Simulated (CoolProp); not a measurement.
Methanol along the isobar 41100 kPa: density (kg/m³) from the reference equation and from simpler models built on Tc = 513.4 K, pc = 8216 kPa, ω = 0.565; each cubic takes its own stable root.

Model: reference Helmholtz-energy equation of state, de Reuck 1993, in CoolProp.

```json
[
 {"T (K)": "399", "phase": "liquid", "reference": "737.1"},
 {"T (K)": "419.1", "phase": "liquid", "reference": "718.4"},
 {"T (K)": "439.2", "phase": "liquid", "reference": "698.4"},
 {"T (K)": "459.3", "phase": "liquid", "reference": "676.9"},
 {"T (K)": "479.3", "phase": "liquid", "reference": "653.8"},
 {"T (K)": "499.4", "phase": "liquid", "reference": "628.5"},
 {"T (K)": "519.5", "phase": "supercritical", "reference": "601.1"},
 {"T (K)": "539.6", "phase": "supercritical", "reference": "571.1"},
 {"T (K)": "559.7", "phase": "supercritical", "reference": "538.6"},
 {"T (K)": "579.8", "phase": "supercritical", "reference": "503.8"},
 {"T (K)": "599.9", "phase": "supercritical", "reference": "467.4"},
 {"T (K)": "620", "phase": "supercritical", "reference": "431.0"}
]
```

Problem. How far does each simpler model (van der Waals, Redlich-Kwong, Soave-Redlich-Kwong) lie from the reference over these 12 states: mean and median of the absolute difference, and the worst?

Solution. 
- van der Waals: mean 42.4 %, median 44.3 %, worst -48.3 % at 399 K and 41100 kPa
- Redlich-Kwong: mean 26.8 %, median 28.5 %, worst -29.1 % at 459.3 K and 41100 kPa
- Soave-Redlich-Kwong: mean 27.8 %, median 28.3 %, worst -29.6 % at 579.8 K and 41100 kPa
